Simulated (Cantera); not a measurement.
A Cantera script and what it prints.

```python
import numpy as np
import cantera as ct

gas_names = """
    H H2 N NH NH2 NH3 N2 N2H2 N2H4 Si SiH SiH2 SiH3 SiH4 SiN Si2 Si2N Si3
""".split()
cond_names = """
    Si(cr) Si(L) Si3N4(a)
""".split()


def load(file, names, dense=False):
    # The tables refer to 1 bar. Condensed volumes are neglected.
    table = {s.name: s for s in ct.Species.list_from_file(file)}
    out = []
    for n in names:
        d = dict(table[n].input_data)
        d["thermo"] = dict(d["thermo"], **{"reference-pressure": 1e5})
        if dense:
            d["equation-of-state"] = {"model": "constant-volume", "density": "1e6 g/cm^3"}
        out.append(ct.Species.from_dict(d))
    return out


gas = ct.Solution(thermo="ideal-gas", species=load("nasa_gas.yaml", gas_names))
cond = {s.name: ct.Solution(thermo="fixed-stoichiometry", species=[s], name=s.name)
        for s in load("nasa_condensed.yaml", cond_names, dense=True)}
atoms = {
    'Si2H6': {'Si': 2, 'H': 6},
    'N2': {'N': 2},
}
top_T = {'Si3N4(a)': 2400}  # K; cautious upper limits of use, not melting points


def equilibrate(T, P, feed):
    n = {}
    for name, mol in feed.items():
        for a, k in atoms[name].items():
            n[a] = n.get(a, 0.0) + k * mol
    gas.TPX = T, P, n
    mass = sum(n.values()) * gas.mean_molecular_weight
    gas.equilibrate("TP")
    valid = [c for c in cond.values() if c.min_temp <= T <= top_T.get(c.name, c.max_temp)]
    mix = ct.Mixture([(gas, mass / gas.mean_molecular_weight)] + [(c, 0.0) for c in valid])
    mix.T, mix.P = T, P
    mix.equilibrate("TP", solver="vcs", rtol=1e-11, max_steps=5000)
    return mix


results = []
feed = {'Si2H6': 1, 'N2': 100}  # mol
T = 1373  # K
P = 13332.2  # Pa
mix = equilibrate(T, P, feed)
results.append((T, P, feed, dict(zip(mix.species_names, mix.species_moles))))
print(gas.report(threshold=0.001))
for i in range(1, mix.n_phases):
    print(f"{mix.phase(i).name:16s} {mix.phase_moles(i):12.5e} mol")
```

It prints:

```
       temperature   1373 K
          pressure   13332 Pa
           density   0.031821 kg/m^3
  mean mol. weight   27.247 kg/kmol
   phase of matter   gas

                          1 kg             1 kmol
                     ---------------   ---------------
          enthalpy        1.2453e+06         3.393e+07  J
   internal energy        8.2631e+05        2.2514e+07  J
           entropy            9351.8        2.5481e+05  J/K
    Gibbs function       -1.1595e+07       -3.1592e+08  J
 heat capacity c_p            1257.3             34256  J/K
 heat capacity c_v             952.1             25942  J/K

                      mass frac. Y      mole frac. X     chem. pot. / RT
                     ---------------   ---------------   ---------------
                H2         0.0021833          0.029507           -23.887
                N2           0.99782           0.97049           -27.789
     [  +16 minor]        9.7117e-08        1.6293e-06

Si(cr)            0.00000e+00 mol
Si3N4(a)          6.66667e-01 mol
```

Cantera equilibrium calculation (NASA polynomials, part measured and part estimated; ideal gas, pure solids and liquids). The feed counts by its element totals alone. N2 is the only nitrogen source here; it is nearly inert below about 1500 K, so the nitride shown seldom forms there in practice.
